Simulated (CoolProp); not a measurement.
Properties of n-nonane along the isobar 8.75 bar (Tc = 594.5 K, pc = 22.82 bar, ω = 0.443).

Values from CoolProp's reference Helmholtz-energy equation of state, Lemmon 2006. It is a short technical equation, of lower accuracy than the large ones.

```tsv
T (K)	phase	Z	fugacity coefficient
398.1	liquid	0.05352	(withheld)
426.9	liquid	0.05202	0.1235
455.8	liquid	0.05104	(withheld)
484.6	liquid	(withheld)	(withheld)
513.5	liquid	0.05118	0.6416
542.3	gas	0.7642	(withheld)
571.2	gas	0.8180	0.8459
600	gas	0.8551	0.8723
```

### Question
Complete the blanks.

### Answer

- 398.1, fugacity coefficient: 0.05631
- 455.8, fugacity coefficient: 0.2373
- 484.6, Z: 0.05069
- 484.6, fugacity coefficient: 0.4080
- 542.3, fugacity coefficient: 0.8117
